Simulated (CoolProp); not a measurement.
The numbers come from the reference Helmholtz-energy equation of state, Tillner-Roth 1997 in CoolProp.

Question: For CH2F2 (R32), give the phase and the cv (kJ/(kg K)), Joule-Thomson coefficient (K/MPa), viscosity (µPa s), fugacity coefficient at 435 K and 4.52 MPa; 435 K and 5.42 MPa; 435 K and 10.8 MPa.

Answer: 
- 435 K and 4.52 MPa: gas; cv 0.953, Joule-Thomson coefficient 7.15, viscosity 19.8, fugacity coefficient 0.868
- 435 K and 5.42 MPa: gas; cv 0.967, Joule-Thomson coefficient 6.98, viscosity 20.1, fugacity coefficient 0.844
- 435 K and 10.8 MPa: supercritical; cv 1.05, Joule-Thomson coefficient 5.45, viscosity 24.1, fugacity coefficient 0.711

Viscosity comes from a separate model (Bell 2016), an estimate that may be off by 10 % or more.
